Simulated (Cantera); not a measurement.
Catalytic stagnation flow on Pt

A jet of 1.57 % CH4, 15.7 % O2, 82.7 % N2, equivalence ratio 0.20 at 300 K and 0.0947 atm hits a platinum plate 8.5 cm away at a mass flux of 0.086 kg/m²/s; the plate temperature is set and raised in steps from an oxygen-covered start.

Detailed kinetics in Cantera: Deutschmann's 1995 Pt surface mechanism with GRI-Mech 3.0 gas chemistry. Catalytic surfaces can have several steady states; this one follows from the mechanism file's or the stated starting coverage.

| plate T (K) | wall x CH4 | wall x O2 | wall x H2O | wall x OH | wall x CO | wall x CO2 | θ free Pt | θ O* |
|---|---|---|---|---|---|---|---|---|
| 850 | 0.0130 | 0.151 | 0.00510 | <1e-8 | 3.30e-6 | 0.00332 | 0.125 | 0.875 |
| 900 | 0.0106 | 0.146 | 0.00958 | 2.08e-8 | 3.82e-6 | 0.00625 | 0.182 | 0.817 |
| 950 | 0.00811 | 0.141 | 0.0141 | 6.80e-8 | 4.03e-6 | 0.00924 | 0.246 | 0.753 |
| 1000 | 0.00610 | 0.137 | 0.0178 | 1.89e-7 | 4.07e-6 | 0.0117 | 0.312 | 0.687 |
| 1050 | 0.00462 | 0.134 | 0.0205 | 4.61e-7 | 4.08e-6 | 0.0135 | 0.379 | 0.620 |
| 1100 | 0.00358 | 0.131 | 0.0224 | 1.02e-6 | 4.14e-6 | 0.0147 | 0.445 | 0.555 |
x: mole fraction at the wall; θ: surface coverage.
